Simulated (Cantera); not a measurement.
A Cantera script and its output.

```python
import numpy as np
import cantera as ct

surf = ct.Interface("ptcombust.yaml", "Pt_surf")
gas = surf.adjacent["gas"]
gas.TPX = 850, 500000, {'CO': 0.003, 'O2': 0.076, 'N2': 0.79}
surf.TP = 850, 500000
reactor = ct.FlowReactor(gas, clone=False)
reactor.area = 0.0001  # m2
reactor.surface_area_to_volume_ratio = 1800  # 1/m
reactor.mass_flow_rate = 1.9 * reactor.area * gas.density  # inlet velocity 1.9 m/s
reactor.energy_enabled = False
wall = ct.ReactorSurface(surf, reactor, clone=False)
net = ct.ReactorNet([reactor])
net.rtol, net.atol = 1e-8, 1e-16
show, cover = ['CO', 'O2', 'H2O', 'CO2'], ['PT(S)', 'H(S)', 'O(S)', 'OH(S)', 'CO(S)', 'C(S)']

rows = []
print(f"{'z/m':>9s}{'u/(m/s)':>9s}" + "".join(f"{s:>13s}" for s in show + cover))
for z in [0.00025, 0.00049, 0.00094, 0.0018, 0.0035, 0.0068, 0.013, 0.025]:
    net.advance(z)
    rows.append([reactor.speed, *gas[show].X, *surf[cover].coverages])
    print(f"{z:9.4g}{rows[-1][0]:9.3g}" + "".join(f"{x:13.4e}" for x in rows[-1][1:]))
```

Output:

```
      z/m  u/(m/s)           CO           O2          H2O          CO2        PT(S)         H(S)         O(S)        OH(S)        CO(S)         C(S)
  0.00025      1.9   2.7363e-03   8.7130e-02   5.4813e-29   7.1721e-04   5.1127e-02   5.4039e-25   9.4705e-01   6.3307e-20   1.8247e-03   9.4922e-16
  0.00049      1.9   2.2887e-03   8.6925e-02   1.4660e-28   1.1656e-03   4.7346e-02  -2.2587e-25   9.5135e-01  -2.6122e-20   1.3033e-03   6.2501e-16
  0.00094      1.9   1.7201e-03   8.6665e-02   4.0976e-29   1.7352e-03   4.3650e-02  -4.4161e-26   9.5552e-01   5.7206e-22   8.2909e-04   3.6496e-16
   0.0018      1.9   1.0795e-03   8.6372e-02   4.4789e-29   2.3768e-03   4.0436e-02   7.4561e-23   9.5912e-01  -3.5168e-18   4.4496e-04   1.8077e-16
   0.0035      1.9   4.8388e-04   8.6100e-02  -9.3685e-29   2.9735e-03   3.8046e-02   7.0951e-24   9.6178e-01   4.6350e-19   1.7610e-04   6.7127e-17
   0.0068      1.9   1.1693e-04   8.5932e-02   1.7987e-30   3.3411e-03   3.6783e-02   5.5654e-25   9.6318e-01   1.0032e-19   3.9721e-05   1.4617e-17
    0.013      1.9   8.9680e-06   8.5883e-02   3.0359e-31   3.4492e-03   3.6436e-02   8.7957e-25   9.6356e-01   2.6198e-19   2.9882e-06   1.0888e-18
    0.025      1.9   6.4439e-08   8.5879e-02  -9.2476e-33   3.4581e-03   3.6408e-02   6.1712e-25   9.6359e-01   1.1580e-19   2.1437e-08   7.8051e-21
```

Model: Deutschmann's 1995 Pt surface mechanism with GRI-Mech 3.0 gas chemistry, integrated in Cantera. Catalytic surfaces can have several steady states; this one follows from the mechanism file's or the stated starting coverage. Mass transfer to the wall is taken as infinitely fast.
